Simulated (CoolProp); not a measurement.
Saturation properties of normal hydrogen (Tc = 33.1 K, pc = 1.296 MPa, ω = -0.219).

Values from CoolProp's reference Helmholtz-energy equation of state, Leachman 2009.

```json
[
 {"T (K)": "19.6", "p (MPa)": "0.08015", "liquid density (kg/m³)": "71.71", "enthalpy of vaporisation (kJ/kg)": "451.8", "surface tension (mN/m)": "2.04", "liquid viscosity (µPa s)": "14.4"},
 {"T (K)": "20.6", "p (MPa)": "0.1084", "liquid density (kg/m³)": "70.58", "enthalpy of vaporisation (kJ/kg)": "447.6", "surface tension (mN/m)": "1.87", "liquid viscosity (µPa s)": "13.2"},
 {"T (K)": "21.6", "p (MPa)": "0.1432", "liquid density (kg/m³)": "69.39", "enthalpy of vaporisation (kJ/kg)": "441.9", "surface tension (mN/m)": "1.70", "liquid viscosity (µPa s)": "12.2"},
 {"T (K)": "22.6", "p (MPa)": "0.1853", "liquid density (kg/m³)": "68.12", "enthalpy of vaporisation (kJ/kg)": "434.6", "surface tension (mN/m)": "1.53", "liquid viscosity (µPa s)": "11.3"},
 {"T (K)": "23.6", "p (MPa)": "0.2355", "liquid density (kg/m³)": "66.77", "enthalpy of vaporisation (kJ/kg)": "425.5", "surface tension (mN/m)": "1.36", "liquid viscosity (µPa s)": "10.5"},
 {"T (K)": "24.6", "p (MPa)": "0.2947", "liquid density (kg/m³)": "65.31", "enthalpy of vaporisation (kJ/kg)": "414.3", "surface tension (mN/m)": "1.19", "liquid viscosity (µPa s)": "9.74"},
 {"T (K)": "25.6", "p (MPa)": "0.3635", "liquid density (kg/m³)": "63.74", "enthalpy of vaporisation (kJ/kg)": "400.8", "surface tension (mN/m)": "1.03", "liquid viscosity (µPa s)": "9.05"},
 {"T (K)": "26.6", "p (MPa)": "0.4430", "liquid density (kg/m³)": "62.04", "enthalpy of vaporisation (kJ/kg)": "384.7", "surface tension (mN/m)": "0.864", "liquid viscosity (µPa s)": "8.41"},
 {"T (K)": "27.6", "p (MPa)": "0.5338", "liquid density (kg/m³)": "60.15", "enthalpy of vaporisation (kJ/kg)": "365.5", "surface tension (mN/m)": "0.705", "liquid viscosity (µPa s)": "7.79"},
 {"T (K)": "28.6", "p (MPa)": "0.6371", "liquid density (kg/m³)": "58.04", "enthalpy of vaporisation (kJ/kg)": "342.3", "surface tension (mN/m)": "0.550", "liquid viscosity (µPa s)": "7.20"},
 {"T (K)": "29.6", "p (MPa)": "0.7537", "liquid density (kg/m³)": "55.62", "enthalpy of vaporisation (kJ/kg)": "314.1", "surface tension (mN/m)": "0.402", "liquid viscosity (µPa s)": "6.62"},
 {"T (K)": "30.5", "p (MPa)": "0.8710", "liquid density (kg/m³)": "53.05", "enthalpy of vaporisation (kJ/kg)": "282.5", "surface tension (mN/m)": "0.277", "liquid viscosity (µPa s)": "6.07"},
 {"T (K)": "31.5", "p (MPa)": "1.016", "liquid density (kg/m³)": "49.44", "enthalpy of vaporisation (kJ/kg)": "236.4", "surface tension (mN/m)": "0.153", "liquid viscosity (µPa s)": "5.42"},
 {"T (K)": "32.5", "p (MPa)": "1.180", "liquid density (kg/m³)": "43.92", "enthalpy of vaporisation (kJ/kg)": "163.9", "surface tension (mN/m)": "0.0587", "liquid viscosity (µPa s)": "4.58"}
]
```

It boils at 20.4 K under 1 atm.

Viscosity comes from a separate model (Muzny 2013). Surface tension comes from a separate correlation (Mulero 2012).
